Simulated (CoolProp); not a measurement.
A Linde-Hampson liquefier for carbon monoxide: isothermal reversible compression at 250 K from 1 atm to 5 MPa, throttling to 1 atm, return gas leaving the recuperator 2 K below the feed. Each further row changes one setting.

Values from CoolProp's reference Helmholtz-energy equation of state, Lemmon 2006. It is a short technical equation, of lower accuracy than the large ones.

| case | liquid yield per pass | compression work (kJ/kg of gas) |
|---|---|---|
| as stated | … | 286 |
| high pressure 10 MPa | … | … |
| warm-end temperature 280 K | 0.028 | 322 |
| warm-end gap 7 K | … | 286 |

**Question.** What belongs in the gaps?

**Answer.** 
- as stated, liquid yield per pass: 0.040
- high pressure 10 MPa, liquid yield per pass: 0.082
- high pressure 10 MPa, compression work (kJ/kg of gas): 335
- warm-end gap 7 K, liquid yield per pass: 0.027
